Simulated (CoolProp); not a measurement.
Hexamethyldisiloxane (MM) along the isobar 88.3 bar: Z from the reference equation and from simpler models built on Tc = 518.7 K, pc = 19.31 bar, ω = 0.418; each cubic takes its own stable root.

The numbers come from the reference Helmholtz-energy equation of state, Thol 2016 in CoolProp.

```json
[
 {"T (K)": "409.5", "phase": "liquid", "reference": "0.6370", "van der Waals": "___", "Redlich-Kwong": "___"},
 {"T (K)": "432.9", "phase": "liquid", "reference": "___", "van der Waals": "0.9182", "Redlich-Kwong": "0.6772"},
 {"T (K)": "456.2", "phase": "liquid", "reference": "0.6197", "van der Waals": "0.8916", "Redlich-Kwong": "0.6672"},
 {"T (K)": "479.6", "phase": "liquid", "reference": "0.6168", "van der Waals": "0.8688", "Redlich-Kwong": "0.6609"},
 {"T (K)": "503", "phase": "liquid", "reference": "0.6181", "van der Waals": "0.8498", "Redlich-Kwong": "0.6581"},
 {"T (K)": "526.4", "phase": "supercritical", "reference": "___", "van der Waals": "___", "Redlich-Kwong": "0.6587"},
 {"T (K)": "549.8", "phase": "supercritical", "reference": "___", "van der Waals": "0.8213", "Redlich-Kwong": "0.6628"},
 {"T (K)": "573.2", "phase": "supercritical", "reference": "0.6500", "van der Waals": "0.8114", "Redlich-Kwong": "___"},
 {"T (K)": "596.6", "phase": "supercritical", "reference": "0.6715", "van der Waals": "___", "Redlich-Kwong": "0.6806"},
 {"T (K)": "620", "phase": "supercritical", "reference": "0.6987", "van der Waals": "0.7995", "Redlich-Kwong": "0.6939"}
]
```

Task: Fill in the missing entries.

Result: 
- 409.5, van der Waals: 0.9496
- 409.5, Redlich-Kwong: 0.6912
- 432.9, reference: 0.6264
- 526.4, reference: 0.6237
- 526.4, van der Waals: 0.8340
- 549.8, reference: 0.6342
- 573.2, Redlich-Kwong: 0.6701
- 596.6, van der Waals: 0.8042
